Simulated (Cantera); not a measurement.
A perfectly stirred reactor is fed with 7.69 % CO, 5.69 % H2, 0.477 % CH4, 18.1 % O2, 68.1 % N2, equivalence ratio 0.42, at 1.01 bar; it is adiabatic with a 675 K inlet, and is followed from long to short residence time, starting on the burning branch (τ in s: 0.031, 0.015, 0.0073, 0.0035, 0.0017, 0.00082, 0.0004, 0.00019, 9.2e-05, 4.4e-05, 2.1e-05, 1e-05).

Detailed kinetics in Cantera: GRI-Mech 3.0 (53 species, 325 reactions).

Task: Predict: blow-out, bracketed by the residence times tried; x(CO) at τ = 31.0 ms; x(H2) at τ = 31.0 ms; x(CH4) at τ = 31.0 ms; x(HO2) at τ = 31.0 ms; x(CO) at τ = 0.400 ms; x(H2) at τ = 0.400 ms; x(CH4) at τ = 0.400 ms; x(HO2) at τ = 0.400 ms.

Result: blow-out, bracketed by the residence times tried: burning at 92.0 µs, out at 44.0 µs
x(CO) at τ = 31.0 ms: 0.00132
x(H2) at τ = 31.0 ms: 0.000202
x(CH4) at τ = 31.0 ms: 1.35e-6
x(HO2) at τ = 31.0 ms: 2.78e-6
x(CO) at τ = 0.400 ms: 0.0180
x(H2) at τ = 0.400 ms: 0.00238
x(CH4) at τ = 0.400 ms: 2.74e-5
x(HO2) at τ = 0.400 ms: 2.67e-5
